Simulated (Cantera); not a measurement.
## Ignition delay

Mixture: 1.31 % C₃H₈, 7.10 % O₂, 91.6 % N₂, equivalence ratio 0.92, at 2.37 atm, adiabatic and at constant pressure. Ignition delay is the time to a rise of 400 K.

Detailed kinetics in Cantera: GRI-Mech 3.0 (53 species, 325 reactions). GRI-Mech 3.0 was tuned for natural gas; its chemistry of propane as a main component is partial and can be far from experiment. Where the delays flatten at high temperature, the 400 K rule measures the pace of heat release, not the induction time.

| T0 (K) | delay (ms) |
|---|---|
| 1300 | 1.37 |
| 1350 | 0.629 |
| 1400 | 0.322 |
| 1450 | 0.185 |
| 1500 | 0.120 |
| 1550 | 0.0873 |
| 1600 | 0.0711 |
| 1650 | 0.0635 |
